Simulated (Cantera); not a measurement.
A closed system holds: 1 mol TiO2, 3 mol CO, 16 mol H2, at 2300 K and 38.0 mbar.

Equilibrium computed with Cantera from the NASA thermochemical tables; the gas is ideal and each condensed phase is pure. Candidate condensed phases: C, C6H6, C7H8, C8H18, H2O, Ti, TiC, TiO, TiO2, Ti2O3, Ti3O5, Ti4O7; 113 gas species. Equilibrium is a limit: real reactors are often held back by kinetics, nucleation or transport.

Question: What is the equilibrium state?

Answer: 
| Quantity | Result |
|---|---|
| x(H2) | 0.785 |
| x(CO) | 0.154 |
| x(H) | 0.0440 |
| x(H2O) | 0.0165 |
| x(CO2) | 0.000577 |
| x(TiO) | 0.000198 |
| x(OH) | 0.000149 |
| x(TiO2) | 0.000132 |
| x(O) | 5.70e-6 |
| n(Ti3O5(l)) | 0.331 mol |
| gas amount | 19.44 mol |
| log10 activity of Ti4O7(l) (absent) | -0.19 |
| log10 activity of Ti2O3(l) (absent) | -0.26 |
| log10 activity of Ti(l) (absent) | -4.01 |
